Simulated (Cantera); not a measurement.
Input (Python, Cantera) and output of one run.

```python
import numpy as np
import cantera as ct

gas_names = """
    C CH CH2 CH3 CH2OH CH3O CH4 CH3OH CO CO2 COOH C2 C2H CHCO,ketyl C2H2,acetylene C2H2,vinylidene
    CH2CO,ketene C2H3,vinyl CH3CO,acetyl C2H4 C2H4O,ethylen CH3CHO,ethanal CH3COOH (HCOOH)2 C2H5 C2H6
    CH3OCH3 C2H5OH C2O C3 C3H3,propargyl C3H4,allene C3H4,propyne C3H4,cyclo- C3H5,allyl C3H6,propylene
    C3H6,cyclo- C3H6O C3H7,n-propyl C3H7,i-propyl C3H8 C3H8O,1propanol C3H8O,2propanol C3O2 C4 C4H2
    C4H4,1,3-cyclo- C4H6,butadiene C4H6,2-butyne C4H6,cyclo- C4H8,1-butene C4H8,cis2-buten
    C4H8,tr2-butene C4H8,isobutene C4H8,cyclo- (CH3COOH)2 C4H9,n-butyl C4H9,i-butyl C4H9,s-butyl
    C4H9,t-butyl C4H10,isobutane C4H10,n-butane C5 C5H6,1,3cyclo- C5H8,cyclo- C5H10,1-pentene
    C5H10,cyclo- C5H11,pentyl C5H11,t-pentyl C5H12,n-pentane C5H12,i-pentane CH3C(CH3)2CH3 C6H2
    C6H5,phenyl C6H5O,phenoxy C6H6 C6H5OH,phenol C6H10,cyclo- C6H12,1-hexene C6H12,cyclo- C6H13,n-hexyl
    C7H7,benzyl C7H8 C7H8O,cresol C7H14,1-heptene C7H15,n-heptyl C7H16,n-heptane C8H8,styrene
    C8H10,ethylbenz C8H16,1-octene C8H17,n-octyl C8H18,isooctane C8H18,n-octane C9H19,n-nonyl
    C10H8,naphthale C10H21,n-decyl C12H9,o-bipheny C12H10,bipheny Fe FeC5O5 FeO Fe(OH)2 H HCO HO2 H2
    HCHO,formaldehy HCOOH H2O H2O2 O OH O2 O3
""".split()
cond_names = """
    C(gr) C6H6(L) C7H8(L) C8H18(L),n-octa Fe(a) Fe(c) Fe(d) Fe(L) FeC5O5(L) FeO(s) FeO(L) Fe(OH)2(s)
    Fe(OH)3(s) Fe2O3(s) Fe3O4(s) H2O(s) H2O(L)
""".split()


def load(file, names, dense=False):
    # The tables refer to 1 bar. Condensed volumes are neglected.
    table = {s.name: s for s in ct.Species.list_from_file(file)}
    out = []
    for n in names:
        d = dict(table[n].input_data)
        d["thermo"] = dict(d["thermo"], **{"reference-pressure": 1e5})
        if dense:
            d["equation-of-state"] = {"model": "constant-volume", "density": "1e6 g/cm^3"}
        out.append(ct.Species.from_dict(d))
    return out


gas = ct.Solution(thermo="ideal-gas", species=load("nasa_gas.yaml", gas_names))
cond = {s.name: ct.Solution(thermo="fixed-stoichiometry", species=[s], name=s.name)
        for s in load("nasa_condensed.yaml", cond_names, dense=True)}
atoms = {
    'Fe3O4': {'Fe': 3, 'O': 4},
    'CH4': {'C': 1, 'H': 4},
    'CO': {'C': 1, 'O': 1},
}
top_T = {'C(gr)': 4500, 'Fe2O3(s)': 1830, 'Fe3O4(s)': 1870}  # K; cautious upper limits of use, not melting points


def equilibrate(T, P, feed):
    n = {}
    for name, mol in feed.items():
        for a, k in atoms[name].items():
            n[a] = n.get(a, 0.0) + k * mol
    gas.TPX = T, P, n
    mass = sum(n.values()) * gas.mean_molecular_weight
    gas.equilibrate("TP")
    valid = [c for c in cond.values() if c.min_temp <= T <= top_T.get(c.name, c.max_temp)]
    mix = ct.Mixture([(gas, mass / gas.mean_molecular_weight)] + [(c, 0.0) for c in valid])
    mix.T, mix.P = T, P
    mix.equilibrate("TP", solver="vcs", rtol=1e-11, max_steps=5000)
    return mix


results = []
feed = {'Fe3O4': 1, 'CH4': 3.6, 'CO': 1.4}  # mol
P = 49  # Pa
for T in [2023, 2048, 2073, 2098, 2123, 2148, 2173, 2198, 2223, 2248, 2273, 2298, 2323]:
    mix = equilibrate(T, P, feed)
    results.append((T, P, feed, dict(zip(mix.species_names, mix.species_moles))))

top = {s: max(r[3][s] / sum(r[3][g] for g in gas_names) for r in results) for s in gas_names}
cols = sorted((s for s in top if top[s] > 0.001), key=lambda s: -top[s])[:9]
seen = [c for c in cond_names if any(r[3].get(c, 0) > 1e-12 for r in results)]
print("log10 of partial pressures in bar; condensed amounts in mol")
print(f"{'T/K':>10s}" + "".join(f"{s[:9]:>10s}" for s in cols + seen))
for T, P, feed, n in results:
    ng = sum(n[g] for g in gas_names)
    print(f"{T:10.4g}" + "".join(f"{np.log10(max(n[s] / ng * P / 1e5, 1e-99)):10.3f}" for s in cols)
          + "".join(f"{n.get(c, 0):10.4g}" for c in seen))
```

Output:

```
log10 of partial pressures in bar; condensed amounts in mol
       T/K        H2        CO         H        Fe       H2O       CO2        OH         O
      2023    -3.696    -3.810    -4.569    -4.027    -4.977    -5.761    -6.833    -7.846
      2048    -3.703    -3.812    -4.501    -4.029    -4.981    -5.767    -6.742    -7.682
      2073    -3.711    -3.814    -4.436    -4.032    -4.985    -5.773    -6.654    -7.522
      2098    -3.720    -3.817    -4.372    -4.035    -4.990    -5.780    -6.567    -7.366
      2123    -3.731    -3.820    -4.311    -4.038    -4.996    -5.786    -6.484    -7.213
      2148    -3.743    -3.823    -4.252    -4.041    -5.004    -5.792    -6.403    -7.063
      2173    -3.757    -3.827    -4.195    -4.045    -5.013    -5.798    -6.324    -6.916
      2198    -3.773    -3.831    -4.141    -4.049    -5.024    -5.804    -6.248    -6.773
      2223    -3.790    -3.836    -4.088    -4.054    -5.037    -5.811    -6.176    -6.633
      2248    -3.809    -3.840    -4.039    -4.059    -5.052    -5.819    -6.106    -6.496
      2273    -3.831    -3.846    -3.991    -4.064    -5.071    -5.827    -6.040    -6.363
      2298    -3.855    -3.852    -3.946    -4.070    -5.093    -5.837    -5.978    -6.235
      2323    -3.882    -3.858    -3.904    -4.076    -5.119    -5.849    -5.920    -6.110
```

These are equilibrium values from Cantera (NASA tables, ideal gas, pure condensed phases), not measurements of a reactor.
